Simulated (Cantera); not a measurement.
Thermodynamics of silicates and aluminates, feed SiO2 + MgO + N2

Input: 1 mol SiO2, a varied amount of MgO, 1 mol N2, equilibrated at 1125 K and 10.0 Torr.

Method: chemical equilibrium by Gibbs-energy minimisation in Cantera with the NASA 1993 tables (ideal gas, pure condensed phases). Candidate condensed phases: Mg, MgO, MgSiO3, Mg2SiO4, Si, SiO2, Si2N2O, Si3N4; 20 gas species. Mutual solubility and eutectic melting of coexisting phases are not modelled. Condensed phases not in the tables: alloys, solid solutions and most ternary compounds. Rates play no part.

From 0.33 mol MgO to 0.87 mol MgO the condensed part is MgSiO3(s) + SiO2(β-quartz). At 1 mol MgO the condensed part is MgSiO3(s). From 1.1 mol MgO to 1.7 mol MgO the condensed part is MgSiO3(s) + Mg2SiO4(s).

```csv
n(MgO) (mol),x N2,n MgSiO3(s),n SiO2(β-quartz),n Mg2SiO4(s)
0.33,1.00,0.330,0.670,0
0.46,1.00,0.460,0.540,0
0.6,1.00,0.600,0.400,0
0.73,1.00,0.730,0.270,0
0.87,1.00,0.870,0.130,0
1,1.00,1.00,0,0
1.1,1.00,0.900,0,0.100
1.3,1.00,0.700,0,0.300
1.4,1.00,0.600,0,0.400
1.5,1.00,0.500,0,0.500
1.7,1.00,0.300,0,0.700
```
x: gas mole fraction; n: condensed amount in mol.
